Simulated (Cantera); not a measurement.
A Cantera script and its output.

```python
import numpy as np
import cantera as ct

gas = ct.Solution("h2o2.yaml")


def delay(T, t_max=10):
    gas.TPX = T, 500000, {'H2': 1, 'O2': 0.357, 'N2': 1.34, 'H2O': 0.53}
    reactor = ct.IdealGasReactor(gas, clone=False)
    net = ct.ReactorNet([reactor])
    net.rtol, net.atol = 1e-8, 1e-16
    while net.time < t_max:
        t_old, T_old = net.time, reactor.T
        net.step()
        if reactor.T > T + 400:  # ignition: a rise of 400 K
            return t_old + (T + 400 - T_old) / (reactor.T - T_old) * (net.time - t_old)
    return np.nan


taus = []
for T in [1175, 1250, 1325, 1400, 1475, 1550, 1625, 1700, 1775, 1850]:
    taus.append(delay(T))
    print(f"T0 = {T:6g} K   tau = {taus[-1]:.4e} s")

# d ln(tau) / d ln(k), from doubling and halving each rate constant
T, sens = 1625, []
for i in range(gas.n_reactions):
    gas.set_multiplier(2.0, i)
    up = delay(T)
    gas.set_multiplier(0.5, i)
    down = delay(T)
    gas.set_multiplier(1.0, i)
    sens.append((np.log(up / down) / np.log(4.0), gas.reaction(i).equation))
sens.sort(key=lambda x: -abs(x[0]))
print(f"sensitivities at {T} K")
for s, eq in sens[:10]:
    print(f"{s:8.3f}  {eq}")
```

It prints:

```
T0 =   1175 K   tau = 3.5124e-04 s
T0 =   1250 K   tau = 6.3018e-05 s
T0 =   1325 K   tau = 1.3259e-05 s
T0 =   1400 K   tau = 6.4844e-06 s
T0 =   1475 K   tau = 4.2193e-06 s
T0 =   1550 K   tau = 3.0911e-06 s
T0 =   1625 K   tau = 2.4249e-06 s
T0 =   1700 K   tau = 1.9955e-06 s
T0 =   1775 K   tau = 1.7065e-06 s
T0 =   1850 K   tau = 1.5090e-06 s
sensitivities at 1625 K
  -0.709  H + O2 <=> O + OH
  -0.116  H2 + O <=> H + OH
  -0.087  H2 + OH <=> H + H2O
  -0.065  H + HO2 <=> H2 + O2
   0.034  H + O2 + H2O <=> HO2 + H2O
  -0.026  H + HO2 <=> 2 OH
   0.011  H + O2 + M <=> HO2 + M
  -0.009  H + OH + M <=> H2O + M
  -0.009  H + H2O2 <=> H2 + HO2
   0.007  H + O2 + N2 <=> HO2 + N2
```

Detailed kinetics in Cantera: the H2/O2 subset of GRI-Mech 3.0, which has no nitrogen chemistry. The hydrogen kinetics of GRI-Mech 3.0 are dated; newer H2 mechanisms differ, most at raised pressure. Where the delays flatten at high temperature, the 400 K rule measures the pace of heat release, not the induction time.
